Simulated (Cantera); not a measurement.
## Hydrocarbon pyrolysis for carbon deposition

An isothermal, constant-pressure homogeneous reactor starts with 37.5 % CH4, 62.5 % N2, at 1698 K and 0.000650 bar.

Model: GRI-Mech 3.0 (53 species, 325 reactions), integrated in Cantera. GRI-Mech 3.0 stops at C3 and has no aromatics, soot or wall deposition, so with more carbon than oxygen in the feed, carbon stays in small species such as C2H2 where larger ones or solid carbon would form. Radical loss at walls, strong at low pressure, is not modelled.

| t (s) | x CH4 | x H2 | x C2H2 | x HCN | x C2H | x H | x CH2 |
|---|---|---|---|---|---|---|---|
| 0.000100 | 0.375 | 1.37e-7 | <1e-12 | <1e-12 | <1e-12 | 3.10e-7 | <1e-12 |
| 0.000279 | 0.375 | 7.41e-7 | <1e-12 | <1e-12 | <1e-12 | 5.06e-7 | <1e-12 |
| 0.000779 | 0.375 | 2.91e-6 | <1e-12 | <1e-12 | <1e-12 | 5.69e-7 | 7.37e-12 |
| 0.00217 | 0.375 | 9.14e-6 | <1e-12 | <1e-12 | <1e-12 | 5.70e-7 | 5.88e-11 |
| 0.00607 | 0.375 | 2.66e-5 | 2.14e-11 | <1e-12 | <1e-12 | 5.72e-7 | 4.27e-10 |
| 0.0169 | 0.375 | 7.57e-5 | 1.70e-9 | <1e-12 | <1e-12 | 5.87e-7 | 3.15e-9 |
| 0.0473 | 0.374 | 0.000226 | 1.16e-7 | <1e-12 | <1e-12 | 7.09e-7 | 2.35e-8 |
| 0.132 | 0.373 | 0.000935 | 7.75e-6 | 5.37e-12 | 6.00e-11 | 1.71e-6 | 1.69e-7 |
| 0.368 | 0.362 | 0.00933 | 0.000547 | 2.75e-10 | 3.91e-9 | 1.22e-5 | 1.09e-6 |
| 1.03 | 0.252 | 0.120 | 0.0279 | 3.68e-8 | 2.06e-7 | 0.000160 | 3.75e-6 |
| 2.87 | 0.0896 | 0.308 | 0.101 | 4.79e-7 | 8.06e-7 | 0.000445 | 2.55e-6 |
| 8.00 | 0.0277 | 0.377 | 0.126 | 1.55e-6 | 1.21e-6 | 0.000659 | 1.44e-6 |
x: mole fraction; the columns are a selection and need not sum to one.

Equilibrium at this temperature and pressure: CH4 6.27e-6, H2 0.407, C2H2 0.0834, HCN 0.105, C2H 4.13e-6, H 0.00364, CH2 1.05e-8 (gas phase only).
